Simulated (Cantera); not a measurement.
Mixture: CO : H2 : O2 : N2 = 1 : 0.15 : 0.338 : 1.27 (molar parts), equivalence ratio 1.7, at 210000 Pa, adiabatic and at constant volume. Ignition delay is the time to a rise of 400 K.

Cantera simulation using GRI-Mech 3.0 (53 species, 325 reactions); the numbers are that mechanism's predictions, not measurements. The hydrogen kinetics of GRI-Mech 3.0 are dated; newer H2 mechanisms differ, most at raised pressure. Where the delays flatten at high temperature, the 400 K rule measures the pace of heat release, not the induction time.

### Question
What does this change do: O2 0.338 to 0.18 parts?

### Answer
```json
[
 {"quantity": "delay at 1273 K", "before": "29.5 µs", "after": "41.7 µs"},
 {"quantity": "delay at 1373 K", "before": "20.4 µs", "after": "28.9 µs"},
 {"quantity": "delay at 1473 K", "before": "15.8 µs", "after": "22.5 µs"},
 {"quantity": "delay at 1573 K", "before": "13.2 µs", "after": "19.1 µs"},
 {"quantity": "delay at 1673 K", "before": "11.8 µs", "after": "17.6 µs"}
]
```

### Question
What does this change do: pressure from 210000 Pa to 360000 Pa?

### Answer
| quantity | before | after |
|---|---|---|
| delay at 1273 K | 29.5 µs | 18.3 µs |
| delay at 1373 K | 20.4 µs | 11.8 µs |
| delay at 1473 K | 15.8 µs | 8.68 µs |
| delay at 1573 K | 13.2 µs | 6.99 µs |
| delay at 1673 K | 11.8 µs | 6.00 µs |
